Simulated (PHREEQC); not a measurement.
Solution (25 °C): 0.023 mol/kgw Al2(SO4)3, 0.015 mol/kgw CaCl2 and 0.00016 mol/kgw HCl. Closed to the air; pH follows from the charge balance.

Computed with PHREEQC (ion-association model, phreeqc.dat).

Each row changes one thing in this solution. Precipitation was switched off in this run.

```
case                                                 pH  ionic strength (mol/kgw)
-------------------------------------------------  ----  ------------------------
as made                                            3.77                     0.127
HCl replaced by CuCl2 at the same molality          [?]                     0.128
0.0066 mol/kgw H2SO4 added                         2.20                     0.135
Al2(SO4)3 replaced by Na2SO4 at the same molality   [?]                       [?]
HCl from 0.00016 to 0.000176 mol/kgw                [?]                     0.127
Al2(SO4)3 left out                                 3.86                    0.0452
CaCl2 replaced by AlCl3 at the same molality       3.65                     0.135
diluted 2-fold with water                          3.87                    0.0697
Al2(SO4)3 from 0.023 to 0.0046 mol/kgw             3.77                    0.0684
```

Task: What belongs in the gaps?

Result: 
- HCl replaced by CuCl2 at the same molality, pH: 3.90
- Al2(SO4)3 replaced by Na2SO4 at the same molality, pH: 4.11
- Al2(SO4)3 replaced by Na2SO4 at the same molality, ionic strength (mol/kgw): 0.0926
- HCl from 0.00016 to 0.000176 mol/kgw, pH: 3.76

Species that the database lacks are ignored. Some of these states are supersaturated (in Gibbsite (slow to form), for instance).
